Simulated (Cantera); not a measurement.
Standard-state values (1 bar) from the NASA 1993 polynomials, evaluated with Cantera. Values are per mole of reaction as written; species without (g) are pure solids or liquids, kept so even where they would boil at 1 bar.

5 NO2(g) + 2 P2(g) ⇌ 5 N(g) + P4O10

```csv
T (K),ΔH° (kJ),ΔS° (J/K),ΔG° (kJ),log10 K
300,-1104.8,-641.4,-912.3,158.85
475,[?],[?],[?],[?]
525,[?],[?],[?],[?]
575,-1076.8,-577.5,-744.7,67.65
625,[?],[?],[?],[?]
675,[?],[?],[?],[?]
```

Problem. Complete the blanks.

Solution. 
- 475, ΔH° (kJ): -1088.9
- 475, ΔS° (J/K): -600.7
- 475, ΔG° (kJ): -803.6
- 475, log10 K: 88.37
- 525, ΔH° (kJ): -1083.1
- 525, ΔS° (J/K): -589.0
- 525, ΔG° (kJ): -773.9
- 525, log10 K: 77.00
- 625, ΔH° (kJ): -1069.9
- 625, ΔS° (J/K): -566.1
- 625, ΔG° (kJ): -716.1
- 625, log10 K: 59.85
- 675, ΔH° (kJ): -1062.6
- 675, ΔS° (J/K): -554.8
- 675, ΔG° (kJ): -688.1
- 675, log10 K: 53.25
